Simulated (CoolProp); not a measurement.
The numbers come from the reference Helmholtz-energy equation of state, Lemmon 2006 in CoolProp. It is a short technical equation, of lower accuracy than the large ones.

Question: Give the vapour pressure (kPa), vapour density (kg/m³), enthalpy of vaporisation (kJ/kg), liquid cp (kJ/(kg K)) of saturated nitrous oxide at 224 K.

Answer: 
```
T (K)  p (kPa)  vapour density (kg/m³)  enthalpy of vaporisation (kJ/kg)  liquid cp (kJ/(kg K))
-----  -------  ----------------------  --------------------------------  ---------------------
224        669                    17.6                               325                   1.80
```
